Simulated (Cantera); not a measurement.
Charge: 1 mol H2O, 0.21 mol O2, 0.062 mol H2, held at 0.0100 bar.

These are equilibrium values from Cantera (NASA tables, ideal gas, pure condensed phases), not measurements of a reactor. Candidate condensed phases: H2O; 9 gas species. Rates play no part. All values below are at 1650 °C.

Base state: H2O 0.841, O2 0.142, OH 0.0115, H2 0.00352, O 0.00136, H 0.000559 (mole fractions); condensed: gas only.

Q: What changes in the equilibrium state with this change: H2O replaced by HCl?

A: 
| species | before | after |
|---|---|---|
| HCl | 0 | 0.603 |
| Cl | 0 | 0.166 |
| H2O | 0.841 | 0.129 |
| OH | 0.0115 | 0.00407 |
| O2 | 0.142 | 0.0947 |
| Cl2 | 0 | 0.000936 |
| ClO | 0 | 8.20e-5 |
| H2 | 0.00352 | 0.000661 |
| H | 0.000559 | 0.000242 |

Q: What changes in the equilibrium state with this change: 0.012 mol H2S added?

A: 
```
species    before     after
-------  --------  --------
H2O         0.841     0.847
O2          0.142     0.127
OH         0.0115    0.0112
SO2             0   0.00955
SO              0   1.93e-5
H2        0.00352   0.00374
O         0.00136   0.00129
H        0.000559  0.000576
```
Further candidate phases: H2SO4, S.
